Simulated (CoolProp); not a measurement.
Oxygen along the isotherm 179.8 K: density (kg/m³) from the reference equation and from simpler models built on Tc = 154.6 K, pc = 50.46 bar, ω = 0.022; each cubic takes its own stable root.

Model: reference Helmholtz-energy equation of state, Schmidt 1985, in CoolProp.

```csv
p (bar),phase,reference,ideal gas,Redlich-Kwong,Peng-Robinson
63.1,supercritical,196.4,135.1,196.5,204.5
126,supercritical,556.2,269.7,518.3,554.2
189,supercritical,698.0,404.5,664.0,722.6
252,supercritical,768.6,539.4,745.9,817.1
315,supercritical,816.5,674.2,803.2,882.8
378,supercritical,853.1,809.1,847.3,933.1
442,supercritical,883.6,946.1,883.6,974.3
505,supercritical,909.0,1081,913.7,1008
```
